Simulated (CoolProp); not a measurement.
Vapour-liquid equilibrium of R143a (1) + propane (2) at 305.5 K; x and y are mole fractions of (1).

Values from CoolProp's multi-fluid Helmholtz-energy mixture model, Lemmon and Jacobsen 2000 and Lemmon 2009; pair parameters Bell 2016.

Question: Give the bubble pressure and the first vapour's composition at x = 0.2, 0.575, 0.8. Is there an azeotrope?

Answer: x = 0.2: 1527 kPa, y = 0.327; x = 0.575: 1745 kPa, y = 0.590; x = 0.8: 1704 kPa, y = 0.761. y crosses x between x = 0.575 and 0.65: the model has an azeotrope there.

Pair parameters are fitted to limited data, so mixtures are less certain than the pure fluids.
